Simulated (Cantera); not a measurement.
An isothermal, constant-pressure homogeneous reactor starts with 19.8 % CH4, 64.1 % H2O, 16.0 % H2, at 1350 K and 5.00 bar.

Detailed kinetics in Cantera: GRI-Mech 3.0 (53 species, 325 reactions).

Q: Predict: x(CH4) at 2.00 s; x(H2O) at 2.00 s; x(H2) at 2.00 s; x(CH2CO) at 2.00 s.

A: 
| Item | Value |
|---|---|
| x(CH4) at 2.00 s | 0.174 (gas-phase equilibrium 5.85e-5) |
| x(H2O) at 2.00 s | 0.631 (gas-phase equilibrium 0.288) |
| x(H2) at 2.00 s | 0.184 (gas-phase equilibrium 0.570) |
| x(CH2CO) at 2.00 s | 1.82e-6 (gas-phase equilibrium 5.73e-11) |
